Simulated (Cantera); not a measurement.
A freely propagating, adiabatic, planar premixed flame of CH₄ : C₂H₆ : C₃H₈ : O₂ : N₂ = 1 : 0.48 : 0.63 : 7.76 : 29.2 (molar parts), equivalence ratio 0.88, unburnt at 475 K and 2780 Torr; multicomponent+Soret transport, grid criteria slope 0.08 and curve 0.16, no radiation.

Cantera simulation using GRI-Mech 3.0 (53 species, 325 reactions); the numbers are that mechanism's predictions, not measurements. GRI-Mech 3.0 was tuned for natural gas; its chemistry of propane as a main component is partial and can be far from experiment. Burning velocities carry a grid error of a few per cent, more on coarse grids.

x: mole fraction of selected species; z is measured from the peak of heat release.

```json
[
 {"z (mm)": "-0.374", "T (K)": "475", "u (m/s)": "0.579", "x CH₄": "0.0256", "x C₂H₆": "0.0123", "x C₃H₈": "0.0161", "x HCO": "<1e-8", "x H₂": "0.000378", "x NO": "<1e-8"},
 {"z (mm)": "-0.249", "T (K)": "478", "u (m/s)": "0.583", "x CH₄": "0.0254", "x C₂H₆": "0.0123", "x C₃H₈": "0.0161", "x HCO": "<1e-8", "x H₂": "0.00110", "x NO": "<1e-8"},
 {"z (mm)": "-0.187", "T (K)": "486", "u (m/s)": "0.594", "x CH₄": "0.0251", "x C₂H₆": "0.0123", "x C₃H₈": "0.0162", "x HCO": "<1e-8", "x H₂": "0.00194", "x NO": "<1e-8"},
 {"z (mm)": "-0.125", "T (K)": "545", "u (m/s)": "0.667", "x CH₄": "0.0237", "x C₂H₆": "0.0121", "x C₃H₈": "0.0162", "x HCO": "<1e-8", "x H₂": "0.00366", "x NO": "(withheld)"},
 {"z (mm)": "-0.0623", "T (K)": "907", "u (m/s)": "1.13", "x CH₄": "0.0178", "x C₂H₆": "0.00908", "x C₃H₈": "0.0128", "x HCO": "1.48e-7", "x H₂": "0.00732", "x NO": "(withheld)"},
 {"z (mm)": "-0.0311", "T (K)": "1305", "u (m/s)": "1.65", "x CH₄": "0.0116", "x C₂H₆": "0.00433", "x C₃H₈": "0.00517", "x HCO": "6.75e-6", "x H₂": "0.00987", "x NO": "(withheld)"},
 {"z (mm)": "0", "T (K)": "1711", "u (m/s)": "2.19", "x CH₄": "0.00355", "x C₂H₆": "0.000295", "x C₃H₈": "0.000158", "x HCO": "3.72e-5", "x H₂": "0.0103", "x NO": "(withheld)"},
 {"z (mm)": "0.0311", "T (K)": "1898", "u (m/s)": "2.43", "x CH₄": "0.000263", "x C₂H₆": "5.78e-7", "x C₃H₈": "5.65e-8", "x HCO": "8.64e-6", "x H₂": "0.00727", "x NO": "(withheld)"},
 {"z (mm)": "0.0623", "T (K)": "1975", "u (m/s)": "2.51", "x CH₄": "9.56e-6", "x C₂H₆": "<1e-8", "x C₃H₈": "<1e-8", "x HCO": "4.74e-7", "x H₂": "0.00572", "x NO": "(withheld)"},
 {"z (mm)": "0.125", "T (K)": "2067", "u (m/s)": "2.61", "x CH₄": "1.68e-8", "x C₂H₆": "<1e-8", "x C₃H₈": "<1e-8", "x HCO": "3.58e-8", "x H₂": "0.00478", "x NO": "(withheld)"},
 {"z (mm)": "0.249", "T (K)": "2156", "u (m/s)": "2.71", "x CH₄": "<1e-8", "x C₂H₆": "<1e-8", "x C₃H₈": "<1e-8", "x HCO": "1.08e-8", "x H₂": "0.00341", "x NO": "(withheld)"},
 {"z (mm)": "0.498", "T (K)": "2222", "u (m/s)": "2.79", "x CH₄": "<1e-8", "x C₂H₆": "<1e-8", "x C₃H₈": "<1e-8", "x HCO": "<1e-8", "x H₂": "0.00204", "x NO": "(withheld)"},
 {"z (mm)": "0.996", "T (K)": "2258", "u (m/s)": "2.82", "x CH₄": "<1e-8", "x C₂H₆": "<1e-8", "x C₃H₈": "<1e-8", "x HCO": "<1e-8", "x H₂": "0.00124", "x NO": "(withheld)"}
]
```

Problem. What belongs in the gaps?

Solution. 
- -0.125, x NO: 7.07e-8
- -0.0623, x NO: 1.34e-6
- -0.0311, x NO: 4.05e-6
- 0, x NO: 8.26e-6
- 0.0311, x NO: 1.38e-5
- 0.0623, x NO: 1.84e-5
- 0.125, x NO: 2.48e-5
- 0.249, x NO: 3.40e-5
- 0.498, x NO: 4.68e-5
- 0.996, x NO: 6.37e-5
